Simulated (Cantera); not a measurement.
A perfectly stirred reactor is fed with CH₄ : H₂ : H = 0.025 : 1 : 0.019 (molar parts), at 0.0267 bar; it is held at 2075 K, and followed from long to short residence time.

Model: GRI-Mech 3.0 (53 species, 325 reactions), integrated in Cantera. GRI-Mech 3.0 stops at C3 and has no aromatics, soot or wall deposition, so with more carbon than oxygen in the feed, carbon stays in small species such as C2H2 where larger ones or solid carbon would form. Radical loss at walls, strong at low pressure, is not modelled.

Q: What does this change do: pressure from 0.0267 bar to 0.330 bar?

A: 
```csv
quantity,before,after
x(CH₄) at τ = 28.0 s,0.000131,0.000381
x(H₂) at τ = 28.0 s,0.972,0.983
x(H) at τ = 28.0 s,0.0160,0.00463
x(C₂H₂) at τ = 28.0 s,0.0116,0.0115
x(C₂H₄) at τ = 28.0 s,1.37e-6,1.68e-5
x(CH₄) at τ = 89.0 ms,0.00320,0.00282
x(H₂) at τ = 89.0 ms,0.974,0.982
x(H) at τ = 89.0 ms,0.0121,0.00464
x(C₂H₂) at τ = 89.0 ms,0.00976,0.0102
x(C₂H₄) at τ = 89.0 ms,8.34e-6,1.68e-5
```

Q: What does this change do: temperature 2075 to 1725 K?

A: 
```json
[
 {"quantity": "x(CH₄) at τ = 28.0 s", "before": "0.000131", "after": "0.00254"},
 {"quantity": "x(H₂) at τ = 28.0 s", "before": "0.972", "after": "0.986"},
 {"quantity": "x(H) at τ = 28.0 s", "before": "0.0160", "after": "0.00118"},
 {"quantity": "x(C₂H₂) at τ = 28.0 s", "before": "0.0116", "after": "0.0105"},
 {"quantity": "x(C₂H₄) at τ = 28.0 s", "before": "1.37e-6", "after": "1.17e-5"},
 {"quantity": "x(CH₄) at τ = 89.0 ms", "before": "0.00320", "after": "0.0139"},
 {"quantity": "x(H₂) at τ = 89.0 ms", "before": "0.974", "after": "0.978"},
 {"quantity": "x(H) at τ = 89.0 ms", "before": "0.0121", "after": "0.00264"},
 {"quantity": "x(C₂H₂) at τ = 89.0 ms", "before": "0.00976", "after": "0.00455"},
 {"quantity": "x(C₂H₄) at τ = 89.0 ms", "before": "8.34e-6", "after": "4.76e-5"}
]
```
